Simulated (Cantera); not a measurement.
# N2O furnace oxynitridation

An isothermal, constant-pressure homogeneous reactor starts with 6.10 % N₂O, 93.9 % N₂, at 1000 K and 100.0 Torr.

Cantera simulation using GRI-Mech 3.0 (53 species, 325 reactions); the numbers are that mechanism's predictions, not measurements. GRI-Mech 3.0 was tuned for natural gas; its chemistry of N2O as a main component is partial and can be far from experiment. The mechanism lacks 2 NO + O2 → 2 NO2 and HONO, so NO2 and the effect of NO are under-described below about 1400 K.

```
t (s)      x N₂O       x O      x NO   x N₂      x O₂
--------  ------  --------  --------  -----  --------
4.00e-6   0.0610  1.03e-10    <1e-12  0.939    <1e-12
2.35e-5   0.0610  6.04e-10    <1e-12  0.939  4.31e-12
0.000139  0.0610   3.43e-9  1.21e-11  0.939  1.45e-10
0.000816  0.0610   1.65e-8  3.63e-10  0.939   4.36e-9
0.00480   0.0610   3.96e-8   6.76e-9  0.939   8.12e-8
0.0283    0.0610   4.17e-8   5.51e-8  0.939   6.62e-7
0.167     0.0610   4.17e-8   3.41e-7  0.939   4.09e-6
0.980     0.0610   4.17e-8   2.02e-6  0.939   2.43e-5
5.77      0.0607   4.17e-8   1.19e-5  0.939  0.000143
34.0      0.0593   4.16e-8   6.88e-5  0.940  0.000829
200       0.0513   4.08e-8  0.000373  0.944   0.00452
```
x: mole fraction; the columns are a selection and need not sum to one.

Equilibrium at this temperature and pressure: N₂O 4.36e-10, O 7.46e-11, NO 1.31e-5, N₂ 0.970, O₂ 0.0296 (gas phase only).
